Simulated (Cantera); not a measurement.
Charge: 1 mol AlCl₃, 2.5 mol H₂O, 2.5 mol N₂, equilibrated at 2125 K and 100 Torr.

Cantera equilibrium calculation (NASA polynomials, part measured and part estimated; ideal gas, pure solids and liquids). Candidate condensed phases: Al, AlCl₃, AlN, Al₂O₃, H₂O, NH₄Cl; 45 gas species. Gases not in the tables: Al(OH)₃. Rates play no part.

Base state: HCl 0.428, N₂ 0.379, H₂O 0.149, Cl 0.0260, H₂ 0.0144, OH 0.00153, H 0.00119, O₂ 0.000393 (mole fractions); condensed: Al₂O₃(s).

Q: What changes in the equilibrium state with this change: pressure from 100 Torr to 0.900 Torr?

A: 
```tsv
species	before	after
N₂	0.379	0.356
HCl	0.428	0.320
H₂O	0.149	0.128
Cl	0.0260	0.107
H₂	0.0144	0.0529
H	0.00119	0.0241
AlOCl	2.85e-5	0.000242
AlCl	2.05e-6	7.46e-5
O	8.97e-5	0.00233
Al₂O₃(s), mol	0.500	0.499
```

Q: What changes in the equilibrium state with this change: temperature from 2125 K to 1225 K?

A: 
| species | before | after |
|---|---|---|
| HCl | 0.428 | 0.461 |
| N₂ | 0.379 | 0.385 |
| H₂O | 0.149 | 0.154 |
| Cl | 0.0260 | 5.47e-5 |
| H₂ | 0.0144 | 3.84e-5 |
| AlCl₃ | 3.75e-5 | 8.24e-8 |
| H | 0.00119 | 5.29e-9 |
| O | 8.97e-5 | <1e-9 |
| AlOCl | 2.85e-5 | <1e-9 |
| OH | 0.00153 | 1.93e-7 |
| Al₂O₃(s), mol | 0.500 | 0.500 |

Q: What changes in the equilibrium state with this change: AlCl₃ replaced by Al(CH₃)₃?

A: 
```csv
species,before,after
H₂,0.0144,0.588
CO,0,0.213
N₂,0.379,0.172
HCl,0.428,0
Cl,0.0260,0
H₂O,0.149,1.23e-6
Al,<1e-9,0.00944
HCN,0,0.00745
C₂H₂ (acetylene),0,0.000985
OH,0.00153,1.97e-9
"Al₂O₃(s), mol",0.500,0
"AlN(s), mol",0,0.873
"C(graphite), mol",0,0.388
```
The feed counts by its element totals alone. Further candidate phases: C, C₆H₆, C₇H₈, C₈H₁₈.
